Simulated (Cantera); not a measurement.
A closed system holds: 1 mol MgO, 8.2 mol F₂, 4.3 mol O₂, at 7.70 Pa.

Method: chemical equilibrium by Gibbs-energy minimisation in Cantera with the NASA 1993 tables (ideal gas, pure condensed phases). Candidate condensed phases: Mg, MgF₂, MgO; 14 gas species. The numbers say what is thermodynamically allowed, not how fast it happens. All values below are at 1200 °C.

Base state: F 0.713, O₂ 0.238, MgF₂ 0.0495, O 0.000155 (mole fractions); condensed: gas only.

**Question.** What changes in the equilibrium state with this change: F₂ from 8.2 to 1.1 mol?

**Answer.** 
```
species    before     after
-------  --------  --------
O₂          0.238     0.800
MgF₂       0.0495     0.167
F           0.713    0.0333
Mg₂F₄     1.26e-6   1.43e-5
O        0.000155  0.000284
```
